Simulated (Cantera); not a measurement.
Feed: 1 mol n-butane, 0.7 mol H2, held at 1752 °C and 20.0 Pa.

Equilibrium computed with Cantera from the NASA thermochemical tables; the gas is ideal and each condensed phase is pure. Candidate condensed phases: C, C6H6, C7H8, C8H18; 76 gas species. Kinetics and transport are ignored.

Base state: H2 0.872, H 0.127, C2H2 (acetylene) 0.000789 (mole fractions); condensed: C(graphite).

Problem. What changes in the equilibrium state with this change: temperature from 1752 °C to 2075 °C?

Solution. 
```tsv
species	before	after
H	0.127	0.571
H2	0.872	0.427
C2H2 (acetylene)	0.000789	0.00233
C2	2.16e-8	1.79e-5
C3	2.55e-7	0.000200
C	2.59e-7	9.01e-5
C(graphite), mol	3.99	3.95
```
